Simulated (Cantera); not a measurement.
Feed: 1 mol Al, 9 mol O2, 5.8 mol N2, at 723.15 K and 130 Pa.

Equilibrium computed with Cantera from the NASA thermochemical tables; the gas is ideal and each condensed phase is pure. Candidate condensed phases: Al, AlN, Al2O3; 16 gas species. The numbers say what is thermodynamically allowed, not how fast it happens.

Base state: O2 0.587, N2 0.413 (mole fractions); condensed: Al2O3(s).

### Question
What changes in the equilibrium state with this change: Al replaced by AlCl3?

### Answer
```csv
species,before,after
O2,0.587,0.531
N2,0.413,0.373
Cl2,0,0.0965
Cl,0,1.12e-5
"Al2O3(s), mol",0.500,0.500
```
Condensed phases not in the tables: AlOCl. Further candidate phases: AlCl3.

### Question
What changes in the equilibrium state with this change: temperature from 723.15 K to 1998 K?

### Answer
```csv
species,before,after
O2,0.587,0.572
N2,0.413,0.405
O,<1e-9,0.0138
NO,5.63e-7,0.00902
"Al2O3(s), mol",0.500,0.500
```

### Question
What changes in the equilibrium state with this change: temperature from 723.15 K to 2123.15 K?

### Answer
```csv
species,before,after
O2,0.587,0.554
N2,0.413,0.400
O,<1e-9,0.0337
NO,5.63e-7,0.0122
"Al2O3(s), mol",0.500,0.500
```
